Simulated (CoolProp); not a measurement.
Vapour-liquid equilibrium of R124 (1) + R142b (2) at 0.0241 MPa; x and y are mole fractions of (1).

Values from CoolProp's multi-fluid Helmholtz-energy mixture model, de Vries 1995 and Lemmon 2006; pair parameters Bell 2016.

Problem. Give the bubble temperature and the first vapour's composition at x = 0.275, 0.5, 0.725. Is there an azeotrope?

Solution. x = 0.275: 233.1 K, y = 0.285; x = 0.5: 232.9 K, y = 0.520; x = 0.725: 232.4 K, y = 0.751. No azeotrope shows between x = 0.05 and 0.95.

Pair parameters are fitted to limited data, so mixtures are less certain than the pure fluids.
